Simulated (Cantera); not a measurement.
Input: 1 mol MgF2, 4.1 mol O2, 1.1 mol N2, equilibrated at 1148.15 K and 3.60 Pa.

Equilibrium computed with Cantera from the NASA thermochemical tables; the gas is ideal and each condensed phase is pure. Candidate condensed phases: Mg, MgF2, MgO; 24 gas species. Kinetics and transport are ignored.

Base state: O2 0.788, N2 0.211, MgF2 0.000151, NO 0.000130 (mole fractions); condensed: MgF2(s).

**Question.** What changes in the equilibrium state with this change: MgF2 replaced by SrCl2?

**Answer.** 
```tsv
species	before	after
O2	0.788	0.781
N2	0.211	0.210
SrCl2	0	0.00869
MgF2	0.000151	0
Cl	0	0.000539
NO	0.000130	0.000129
MgF2(s), mol	0.999	0
SrCl2(l), mol	0	0.953
SrO(s), mol	0	0.00142
```
Mutual solubility and eutectic melting of coexisting phases are not modelled. Condensed phases not in the tables: oxide chlorides. Further candidate phases: Sr, SrCl2, SrO.
